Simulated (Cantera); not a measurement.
Cantera run:

```python
import numpy as np
import cantera as ct

gas_names = [...]  # 113 gases of nasa_gas.yaml made of C, H, O, Ta
cond_names = """
    C(gr) C6H6(L) C7H8(L) C8H18(L),n-octa H2O(s) H2O(L) Ta(cr) Ta(L) TaC(s) TaC(L) Ta2O5(s) Ta2O5(L)
""".split()


# ... load() reads the species with a 1 bar reference pressure and builds the phases ...
atoms = {
    'Ta2O5': {'Ta': 2, 'O': 5},
    'C': {'C': 1},
    'H2': {'H': 2},
    'CO': {'C': 1, 'O': 1},
}
top_T = {'C(gr)': 4500}  # K; cautious upper limits of use, not melting points


# ... equilibrate(T, P, feed) seeds the gas with the atoms and calls Mixture.equilibrate('TP', solver="vcs", rtol=1e-11, max_steps=5000) ...
results = []
feed = {'Ta2O5': 1, 'C': 1.5, 'H2': 0.14, 'CO': 1}  # mol
P = 300  # Pa
for T in [1023, 1173, 1323, 1473, 1623, 1773, 1923, 2073, 2223, 2373]:
    mix = equilibrate(T, P, feed)
    results.append((T, P, feed, dict(zip(mix.species_names, mix.species_moles))))

top = {s: max(r[3][s] / sum(r[3][g] for g in gas_names) for r in results) for s in gas_names}
cols = sorted((s for s in top if top[s] > 1e-05), key=lambda s: -top[s])[:7]
seen = [c for c in cond_names if any(r[3].get(c, 0) > 1e-12 for r in results)]
print("log10 of partial pressures in bar; condensed amounts in mol")
print(f"{'T/K':>10s}" + "".join(f"{s[:9]:>10s}" for s in cols + seen))
for T, P, feed, n in results:
    ng = sum(n[g] for g in gas_names)
    print(f"{T:10.4g}" + "".join(f"{np.log10(max(n[s] / ng * P / 1e5, 1e-99)):10.3f}" for s in cols)
          + "".join(f"{n.get(c, 0):10.4g}" for c in seen))
```

It prints:

```
log10 of partial pressures in bar; condensed amounts in mol
       T/K        CO        H2      TaO2         H       TaO       CO2       H2O     C(gr)    Ta(cr)    TaC(s)  Ta2O5(s)  Ta2O5(L)
      1023    -2.580    -3.434   -22.489   -10.100   -26.368    -5.607    -6.577     1.501         0         0         1         0
      1173    -2.551    -3.722   -17.977    -8.789   -20.770    -5.945    -7.011         0         0    0.4288    0.7856         0
      1323    -2.551    -3.722   -14.646    -7.661   -16.869    -5.955    -6.857         0         0    0.4288    0.7856         0
      1473    -2.551    -3.722   -12.009    -6.759   -13.777    -5.962    -6.739         0         0    0.4288    0.7856         0
      1623    -2.552    -3.723    -9.874    -6.022   -11.268    -5.967    -6.647         0         0    0.4288    0.7856         0
      1773    -2.552    -3.727    -8.112    -5.409    -9.194    -5.971    -6.576         0         0    0.4289    0.7856         0
      1923    -2.552    -3.738    -6.635    -4.895    -7.451    -5.974    -6.526         0         0    0.4288    0.7855         0
      2073    -2.550    -3.848    -5.456    -4.504    -6.172    -5.844    -6.456         0    0.5997         0         0    0.6983
      2223    -2.557    -3.921    -4.564    -4.154    -5.240    -5.692    -6.327         0    0.5929         0         0    0.6887
      2373    -2.586    -4.088    -3.795    -3.899    -4.431    -5.585    -6.321         0    0.5489         0         0    0.6303
```

Cantera equilibrium calculation (NASA polynomials, part measured and part estimated; ideal gas, pure solids and liquids). Mutual solubility and eutectic melting of coexisting phases are not modelled. TaC: taken at fixed stoichiometry. Condensed phases not in the tables: Ta2C, N, O or C dissolved in the metal.
